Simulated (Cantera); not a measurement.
Feed: 1 mol Zr, 1.8 mol O2, at 923 K and 0.000130 bar.

Method: chemical equilibrium by Gibbs-energy minimisation in Cantera with the NASA 1993 tables (ideal gas, pure condensed phases). Candidate condensed phases: Zr, ZrO2; 6 gas species. Rates play no part.

Base state: O2 1.00 (mole fractions); condensed: ZrO2(monoclinic).

Task: What changes in the equilibrium state with this change: 0.057 mol H2 added?

Result: 
```tsv
species	before	after
O2	1.00	0.931
H2O	0	0.0688
ZrO2(monoclinic), mol	1.00	1.00
```
Further candidate phases: H2O.
